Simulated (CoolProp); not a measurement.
A simple Rankine cycle with isohexane: condensing at 291.15 K, boiler at 0.121 MPa, turbine inlet 343.9 K, turbine efficiency 0.75, pump efficiency 0.8, no recuperator. Each further row changes one setting.

The numbers come from the reference Helmholtz-energy equation of state, Lemmon 2006 in CoolProp. It is a short technical equation, of lower accuracy than the large ones.

| case | thermal efficiency (%) | net work (kJ/kg) | heat in (kJ/kg) | turbine exit temperature (K) | volume ratio over the turbine |
|---|---|---|---|---|---|
| as stated | 9.1 | 40.2 | 439 | 318.9 | 5.58 |
| turbine inlet 363.9 K | 9.0 | 42.9 | 478 | 339.1 | 5.57 |
| condensing temperature 283.15 K | 10.5 | 48.1 | 457 | 314.1 | 7.92 |
| boiler pressure 0.0847 MPa | 7.4 | 32.6 | 441 | 324.3 | 3.91 |
| turbine efficiency 0.65 | 7.9 | 34.8 | 439 | 321.9 | 5.64 |
